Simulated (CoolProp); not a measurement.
A Linde-Hampson liquefier for dry air: isothermal reversible compression at 230 K from 1 atm to 10 MPa, throttling to 1 atm, return gas leaving the recuperator 5 K below the feed. Each further row changes one setting.

The numbers come from the reference Helmholtz-energy equation of state, Lemmon 2000 in CoolProp. It is a pseudo-pure fit of the blend.

```tsv
case	liquid yield per pass	compression work (kJ/kg of gas)
as stated	0.090	295
high pressure 20 MPa	0.162	337
warm-end temperature 260 K	0.060	338
warm-end gap 10 K	0.077	295
```
